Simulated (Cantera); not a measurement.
A closed system holds: 1 mol CCl₄, 2.3 mol F₂, equilibrated at 0.0100 bar.

These are equilibrium values from Cantera (NASA tables, ideal gas, pure condensed phases), not measurements of a reactor. Candidate condensed phases: C; 27 gas species. Gases not in the tables: C₂F₆ and larger saturated fluorocarbons. The numbers say what is thermodynamically allowed, not how fast it happens.

Question: At 1600 °C, list the 4 most abundant gas species with their mole fractions, and the condensed phases.

Answer: Cl 0.681, CF₄ 0.184, F 0.104, Cl₂ 0.0240. Condensed: gas only.
